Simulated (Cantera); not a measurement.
A closed system holds: 1 mol Si, 7.7 mol HCl, 1.3 mol N₂, at 877 °C and 113 Torr.

Cantera equilibrium calculation (NASA polynomials, part measured and part estimated; ideal gas, pure solids and liquids). Candidate condensed phases: NH₄Cl, Si, Si₃N₄; 28 gas species. The tables' values for SiCl₃ are old estimates; treat these amounts as uncertain. Rates play no part.

Base state: HCl 0.464, H₂ 0.248, N₂ 0.162, SiCl₄ 0.123, SiHCl₃ 0.00133, SiCl₃ 0.000641, SiCl₂ 3.66e-5 (mole fractions); condensed: gas only.

### Question
What changes in the equilibrium state with this change: temperature from 877 °C to 802 °C?

### Answer
```
species    before     after
-------  --------  --------
HCl         0.464     0.463
H₂          0.248     0.249
N₂          0.162     0.162
SiCl₄       0.123     0.124
SiCl₂     3.66e-5   4.25e-6
SiCl₃    0.000641  0.000183
SiHCl₃    0.00133  0.000828
```

### Question
What changes in the equilibrium state with this change: pressure from 113 Torr to 5.18 Torr?

### Answer
```
species          before     after
-------------  --------  --------
HCl               0.464     0.485
H₂                0.248     0.237
N₂                0.162     0.159
SiCl₄             0.123     0.115
SiCl₂           3.66e-5  0.000652
SiCl₃          0.000641   0.00262
SiHCl₃          0.00133   0.00114
Si₃N₄(s), mol         0    0.0127
```
N₂ is the only nitrogen source here; it is nearly inert below about 1500 K, so the nitride shown seldom forms there in practice.
